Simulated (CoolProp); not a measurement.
Aqueous magnesium chloride as a coolant, at 28 °C, 1 atm.

Computed with CoolProp (Melinder's fits for secondary coolants).

```
mass %  freezing point (°C)  density (kg/m³)  conductivity (W/(m K))  cp (kJ/(kg K))  Prandtl number
------  -------------------  ---------------  ----------------------  --------------  --------------
1.3                    -0.8             1007                   0.608           4.108            6.23
4                      -2.3             1029                   0.602           3.959            6.50
6.7                    -4.4             1052                     ___           3.806            6.64
9.4                     ___             1075                   0.591           3.655            7.19
12.1                  -11.5             1099                   0.584           3.509            8.09
14.8                  -16.4             1123                     ___           3.373            9.04
17.5                  -22.2             1148                   0.569           3.245            9.92
20.2                    ___             1173                   0.561           3.123            11.7
23                    -39.6             1202                   0.551           2.991            19.5
```

Task: Some entries are withheld; supply them.

Result: 
- 6.7, conductivity (W/(m K)): 0.597
- 9.4, freezing point (°C): -7.5
- 14.8, conductivity (W/(m K)): 0.577
- 20.2, freezing point (°C): -29.3
